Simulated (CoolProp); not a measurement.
A simple Rankine cycle with n-hexane: condensing at 330.15 K, boiler at 0.214 MPa, turbine inlet 369.8 K, turbine efficiency 0.85, pump efficiency 0.7, no recuperator. Each further row changes one setting.

Model: reference Helmholtz-energy equation of state, Thol 2019, in CoolProp.

```
case                             thermal efficiency (%)  net work (kJ/kg)  heat in (kJ/kg)  turbine exit temperature (K)  volume ratio over the turbine
-------------------------------  ----------------------  ----------------  ---------------  ----------------------------  -----------------------------
as stated                                           7.6              31.2              413                         350.2                           3.09
turbine inlet 389.8 K                               7.3              33.3              455                         370.5                           3.07
condensing temperature 322.15 K                     9.0              38.9              432                         345.7                           4.07
boiler pressure 0.15 MPa                            5.3              21.9              416                         356.7                           2.15
turbine efficiency 0.75                             6.7              27.5              413                         352.1                           3.11
```
